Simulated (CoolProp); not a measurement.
p-xylene at 476.76 K and 0.236 MPa flows at 3.7 m/s in a round tube of 10 mm bore and 15 µm roughness, fully developed (64/Re and Nu = 3.66 if laminar; Colebrook and Gnielinski if turbulent). Each further row changes one setting.

Model: reference Helmholtz-energy equation of state, Zhou 2012, in CoolProp.

| case | Reynolds number | Darcy friction factor | pressure drop (Pa/m) | heat-transfer coefficient (W/(m² K)) | mass flow (kg/h) |
|---|---|---|---|---|---|
| as stated | 24800 | 0.0279 | ___ | 188 | ___ |
| velocity 7.4 m/s | 49600 | ___ | ___ | 347 | ___ |
| diameter 20 mm | 49600 | 0.0233 | 53.9 | ___ | ___ |

Q: Fill in the missing entries.

A: 
- as stated, pressure drop (Pa/m): 129
- as stated, mass flow (kg/h): 7.06
- velocity 7.4 m/s, Darcy friction factor: 0.0253
- velocity 7.4 m/s, pressure drop (Pa/m): 469
- velocity 7.4 m/s, mass flow (kg/h): 14.1
- diameter 20 mm, heat-transfer coefficient (W/(m² K)): 159
- diameter 20 mm, mass flow (kg/h): 28.3

Viscosity comes from a separate model (Balogun 2015). Thermal conductivity comes from a separate model (Mylona 2014).
